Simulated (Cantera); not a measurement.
What does this Cantera script print?

```python
import numpy as np
import cantera as ct

gas = ct.Solution("h2o2.yaml")
gas.TPX = 675, 13332, {'H2': 1, 'O2': 0.943, 'N2': 2.55}
flame = ct.FreeFlame(gas, width=0.16)
flame.set_refine_criteria(ratio=3, slope=0.08, curve=0.16)
flame.transport_model = "mixture-averaged"
flame.solve(loglevel=0, auto=True)
z, T = flame.grid, flame.T
thick = (T[-1] - T[0]) / np.gradient(T, z).max()
show = ['H2', 'O2', 'H2O', 'H2O2', 'HO2', 'O']
print(f"laminar burning velocity  {flame.velocity[0] * 100:.3f} cm/s")
print(f"burnt temperature         {T[-1]:.1f} K")
print(f"thermal thickness         {thick * 1e3:.4f} mm")
print(f"grid points               {len(z)}")
z0 = z[flame.heat_release_rate.argmax()]
print(f"{'z/mm':>9s}{'T/K':>9s}{'u/(m/s)':>9s}" + "".join(f"{s:>11s}" for s in show))
rows = []
for k in (-3, -2, -1.5, -1, -0.5, -0.25, 0, 0.25, 0.5, 1, 2, 4, 8):
    zz = z0 + k * thick
    rows.append([k * thick, np.interp(zz, z, T), np.interp(zz, z, flame.velocity),
                 *(np.interp(zz, z, flame.X[gas.species_index(s)]) for s in show)])
    print(f"{rows[-1][0] * 1e3:9.3f}{rows[-1][1]:9.1f}{rows[-1][2]:9.3f}" + "".join(f"{x:11.3e}" for x in rows[-1][3:]))
```

It prints:

```
laminar burning velocity  688.671 cm/s
burnt temperature         2216.0 K
thermal thickness         6.1617 mm
grid points               127
     z/mm      T/K  u/(m/s)         H2         O2        H2O       H2O2        HO2          O
  -18.485    675.0    6.887  2.226e-01  2.099e-01  3.346e-13  4.964e-14  5.046e-12  3.027e-15
  -12.323    675.0    6.887  2.226e-01  2.099e-01  1.573e-11  5.504e-14  1.305e-10  1.199e-12
   -9.243    675.0    6.887  2.226e-01  2.099e-01  5.381e-10  2.043e-13  4.888e-09  7.663e-11
   -6.162    675.0    6.887  2.226e-01  2.099e-01  9.924e-08  1.296e-10  7.133e-07  1.830e-08
   -3.081    682.3    6.953  2.209e-01  2.098e-01  5.656e-04  3.869e-07  5.070e-05  1.786e-05
   -1.540    782.3    7.892  1.993e-01  2.066e-01  1.159e-02  5.938e-07  3.915e-05  5.390e-04
    0.000   1107.3   10.860  8.921e-02  1.656e-01  9.648e-02  1.350e-06  2.275e-05  9.944e-03
    1.540   1366.1   13.238  2.379e-02  1.188e-01  1.726e-01  1.260e-06  1.373e-05  2.347e-02
    3.081   1488.8   14.325  1.955e-02  1.125e-01  1.840e-01  8.473e-07  1.084e-05  2.476e-02
    6.162   1628.3   15.520  1.847e-02  1.097e-01  1.924e-01  4.681e-07  8.403e-06  2.297e-02
   12.323   1775.6   16.743  1.629e-02  1.078e-01  2.019e-01  2.413e-07  6.227e-06  1.949e-02
   24.647   1917.2   17.885  1.297e-02  1.068e-01  2.121e-01  1.335e-07  4.365e-06  1.494e-02
   49.294   2043.7   18.879  9.030e-03  1.067e-01  2.223e-01  8.447e-08  3.053e-06  1.008e-02
```

Model: the H2/O2 subset of GRI-Mech 3.0, which has no nitrogen chemistry, integrated in Cantera. Burning velocities carry a grid error of a few per cent, more on coarse grids. Lean hydrogen flames are cellular in practice and burn faster than this planar one.
